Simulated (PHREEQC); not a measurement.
Dissolve 0.7 mol/kgw CaCl2, 0.0083 mol/kgw K2SO4 and 0.087 mol/kgw MgCl2 at 25 °C. Closed to the air; pH follows from the charge balance.

The numbers come from PHREEQC with the Pitzer model, pitzer.dat.

```tsv
quantity	before	after
MgOH+ (mol/kgw)	1.34e-7	1.68e-8
HSO4- (mol/kgw)	7.21e-9	5.87e-9
SI of Gypsum (CaSO4:2H2O)	-0.01	+0.01
SI of Sylvite (KCl)	-2.91	-2.96
```

Task: Which change was made?
(A) K2SO4 from 0.0083 to 0.00747 mol/kgw
(B) MgCl2 from 0.087 to 0.174 mol/kgw
(C) diluted 5-fold with water
(D) diluted 10-fold with water
(E) MgCl2 from 0.087 to 0.0087 mol/kgw

Result: E, MgCl2 from 0.087 to 0.0087 mol/kgw

Precipitation was switched off in this run.
